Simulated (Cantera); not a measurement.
## Sublimation and decomposition of ceramics: Si3N4 + Si + H2

Feed: 1 mol Si3N4, 0.038 mol Si, 4.3 mol H2, held at 840000 Pa.

Equilibrium computed with Cantera from the NASA thermochemical tables; the gas is ideal and each condensed phase is pure. Candidate condensed phases: Si, Si3N4; 18 gas species. Mutual solubility and eutectic melting of coexisting phases are not modelled. The tables' values for SiN are old estimates; treat these amounts as uncertain. Gases not in the tables: Si2H6 and higher silanes. Kinetics and transport are ignored.

```tsv
T (°C)	log p H2	log p N2	log p H	log p Si	log p SiH	log p SiH2	log p SiN	n Si(s)	n Si3N4(s)	n Si(l)
1200	0.92	-4.56	-4.44	-8.26	-7.24	-5.05	-10.38	0.0380	1.000	0
1400	0.92	-3.00	-3.48	-6.38	-5.69	-4.03	-8.06	0.0387	1.000	0
1600	0.92	-1.56	-2.73	-5.05	-4.62	-3.39	-6.28	0	0.993	0.0591
1800	0.90	-0.38	-2.13	-4.00	-3.79	-2.90	-4.85	0	0.889	0.372
2000	0.76	0.43	-1.70	-3.14	-3.17	-2.63	-3.76	0	0	3.03
2200	0.75	0.42	-1.27	-2.41	-2.60	-2.28	-3.18	0	0	3.03
2400	0.75	0.42	-0.92	-1.80	-2.11	-1.99	-2.69	0	0	3.01
2600	0.74	0.42	-0.61	-1.27	-1.70	-1.75	-2.27	0	0	2.95
2800	0.71	0.40	-0.35	-0.81	-1.35	-1.55	-1.91	0	0	2.82
```
log p: log10 of the partial pressure in bar; n: condensed amount in mol.

From 1200 °C to 1400 °C the condensed part is Si(s) + Si3N4(s). From 1600 °C to 1800 °C the condensed part is Si(l) + Si3N4(s). From 2000 °C to 2800 °C the condensed part is Si(l). The main Si-bearing gas is SiH4 at 1200 °C and Si at 2800 °C.
